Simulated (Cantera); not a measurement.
Equilibrium for silicon carbide growth: CH₃SiCl₃ + C₃H₈ + H₂

A closed system holds: 1 mol CH₃SiCl₃, 0.46 mol C₃H₈, 26 mol H₂, at 1023.15 K.

These are equilibrium values from Cantera (NASA tables, ideal gas, pure condensed phases), not measurements of a reactor. Candidate condensed phases: C, C₆H₆, C₇H₈, C₈H₁₈, Si, SiC; 109 gas species. The feed counts by its element totals alone. The tables' values for SiCl₃ are old estimates; treat these amounts as uncertain. Equilibrium is a limit: real reactors are often held back by kinetics, nucleation or transport.

```json
[
 {"P (Pa)": "100", "log p H₂": "-3.04", "log p HCl": "-4.01", "log p CH₄": "-7.21", "log p SiCl₄": "-6.95", "log p SiHCl₃": "-8.06", "log p SiCl₃": "-8.17", "log p SiH₂Cl₂": "-10.11", "n C(graphite)": "1.38", "n SiC(s)": "0.996"},
 {"P (Pa)": "240", "log p H₂": "-2.66", "log p HCl": "-3.64", "log p CH₄": "-6.45", "log p SiCl₄": "-6.21", "log p SiHCl₃": "-7.31", "log p SiCl₃": "-7.61", "log p SiH₂Cl₂": "-9.36", "n C(graphite)": "1.38", "n SiC(s)": "0.991"},
 {"P (Pa)": "560", "log p H₂": "-2.30", "log p HCl": "-3.27", "log p CH₄": "-5.72", "log p SiCl₄": "-5.49", "log p SiHCl₃": "-6.59", "log p SiCl₃": "-7.07", "log p SiH₂Cl₂": "-8.64", "n C(graphite)": "1.39", "n SiC(s)": "0.980"},
 {"P (Pa)": "1300", "log p H₂": "-1.93", "log p HCl": "-2.92", "log p CH₄": "-4.98", "log p SiCl₄": "-4.81", "log p SiHCl₃": "-5.89", "log p SiCl₃": "-6.56", "log p SiH₂Cl₂": "-7.93", "n C(graphite)": "1.40", "n SiC(s)": "0.959"},
 {"P (Pa)": "3200", "log p H₂": "-1.54", "log p HCl": "-2.55", "log p CH₄": "-4.20", "log p SiCl₄": "-4.12", "log p SiHCl₃": "-5.18", "log p SiCl₃": "-6.04", "log p SiH₂Cl₂": "-7.19", "n C(graphite)": "1.40", "n SiC(s)": "0.920"},
 {"P (Pa)": "7500", "log p H₂": "-1.17", "log p HCl": "-2.22", "log p CH₄": "-3.46", "log p SiCl₄": "-3.52", "log p SiHCl₃": "-4.54", "log p SiCl₃": "-5.59", "log p SiH₂Cl₂": "-6.52", "n C(graphite)": "1.37", "n SiC(s)": "0.865"},
 {"P (Pa)": "18000", "log p H₂": "-0.79", "log p HCl": "-1.89", "log p CH₄": "-2.70", "log p SiCl₄": "-2.96", "log p SiHCl₃": "-3.93", "log p SiCl₃": "-5.17", "log p SiH₂Cl₂": "-5.86", "n C(graphite)": "1.25", "n SiC(s)": "0.792"},
 {"P (Pa)": "42000", "log p H₂": "-0.42", "log p HCl": "-1.58", "log p CH₄": "-1.97", "log p SiCl₄": "-2.45", "log p SiHCl₃": "-3.36", "log p SiCl₃": "-4.79", "log p SiH₂Cl₂": "-5.24", "n C(graphite)": "0.905", "n SiC(s)": "0.713"},
 {"P (Pa)": "100000", "log p H₂": "-0.06", "log p HCl": "-1.27", "log p CH₄": "-1.24", "log p SiCl₄": "-1.95", "log p SiHCl₃": "-2.81", "log p SiCl₃": "-4.41", "log p SiH₂Cl₂": "-4.62", "n C(graphite)": "0.0987", "n SiC(s)": "0.626"}
]
```
log p: log10 of the partial pressure in bar; n: condensed amount in mol.

From 0.750 Torr to 750 Torr the condensed part is C(graphite) + SiC(s). The main Si-bearing gas is SiCl₄ throughout. The share of Si in condensed phases is highest at 0.750 Torr (99.6 %) and lowest at 750 Torr (62.6 %).
